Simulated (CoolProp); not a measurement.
Vapour-liquid equilibrium of ethanol (1) + hexamethyldisiloxane (MM) (2) at 71.15 °C; x and y are mole fractions of (1).

Values from CoolProp's multi-fluid Helmholtz-energy mixture model, Schroeder 2014 and Thol 2016; pair parameters Bell 2016.

Q: Give the bubble pressure and the first vapour's composition at x = 0.05, 0.2, 0.575. Is there an azeotrope?

A: x = 0.05: 53.72 kPa, y = 0.290; x = 0.2: 75.45 kPa, y = 0.540; x = 0.575: 85.96 kPa, y = 0.657. y crosses x between x = 0.65 and 0.725: the model has an azeotrope there.

The pair parameters rest on a limited set of measurements; away from them the model extrapolates. With so large a gap from Raoult's law the liquid may split in two, which this calculation doesn't test in full.
